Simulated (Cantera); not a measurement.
An adiabatic, constant-volume homogeneous reactor starts with CH₄ : O₂ : N₂ = 1 : 0.909 : 2.82 (molar parts), equivalence ratio 2.2, at 1623 K and 9.87 atm. Integrator tolerance rtol = 1e-08.

Model: GRI-Mech 3.0 (53 species, 325 reactions), integrated in Cantera.

Question: What does this change do: initial temperature 1623 to 1750 K?

Answer: 
```csv
quantity,before,after
time of steepest temperature rise,67.2 µs,23.3 µs
temperature at 0.400 s,2920 K,3010 K
equilibrium temperature,2920 K,3010 K
x(CH₄) at 0.400 s,4.42e-9 (gas-phase equilibrium 4.95e-9),3.10e-9 (gas-phase equilibrium 3.46e-9)
x(O₂) at 0.400 s,1.83e-5 (gas-phase equilibrium 1.83e-5),3.54e-5 (gas-phase equilibrium 3.54e-5)
x(H) at 0.400 s,0.0120 (gas-phase equilibrium 0.0120),0.0161 (gas-phase equilibrium 0.0161)
x(OH) at 0.400 s,0.00220 (gas-phase equilibrium 0.00220),0.00318 (gas-phase equilibrium 0.00318)
x(HCO) at 0.400 s,3.51e-6 (gas-phase equilibrium 3.51e-6),4.12e-6 (gas-phase equilibrium 4.12e-6)
x(NO) at 0.400 s,0.000316 (gas-phase equilibrium 0.000316),0.000491 (gas-phase equilibrium 0.000491)
x(C₂H₄) at 0.400 s,<1e-12 (gas-phase equilibrium <1e-12),<1e-12 (gas-phase equilibrium <1e-12)
```
Above 3000 K some thermodynamic fits are extrapolated.

Question: What does this change do: initial temperature 1623 to 1600 K?

Answer: 
```json
[
 {"quantity": "time of steepest temperature rise", "before": "67.2 µs", "after": "82.6 µs"},
 {"quantity": "temperature at 0.400 s", "before": "2920 K", "after": "2903 K"},
 {"quantity": "equilibrium temperature", "before": "2920 K", "after": "2903 K"},
 {"quantity": "x(CH₄) at 0.400 s", "before": "4.42e-9 (gas-phase equilibrium 4.95e-9)", "after": "4.73e-9 (gas-phase equilibrium 5.30e-9)"},
 {"quantity": "x(O₂) at 0.400 s", "before": "1.83e-5 (gas-phase equilibrium 1.83e-5)", "after": "1.61e-5 (gas-phase equilibrium 1.61e-5)"},
 {"quantity": "x(H) at 0.400 s", "before": "0.0120 (gas-phase equilibrium 0.0120)", "after": "0.0113 (gas-phase equilibrium 0.0113)"},
 {"quantity": "x(OH) at 0.400 s", "before": "0.00220 (gas-phase equilibrium 0.00220)", "after": "0.00205 (gas-phase equilibrium 0.00205)"},
 {"quantity": "x(HCO) at 0.400 s", "before": "3.51e-6 (gas-phase equilibrium 3.51e-6)", "after": "3.40e-6 (gas-phase equilibrium 3.40e-6)"},
 {"quantity": "x(NO) at 0.400 s", "before": "0.000316 (gas-phase equilibrium 0.000316)", "after": "0.000290 (gas-phase equilibrium 0.000290)"},
 {"quantity": "x(C₂H₄) at 0.400 s", "before": "<1e-12 (gas-phase equilibrium <1e-12)", "after": "<1e-12 (gas-phase equilibrium <1e-12)"}
]
```
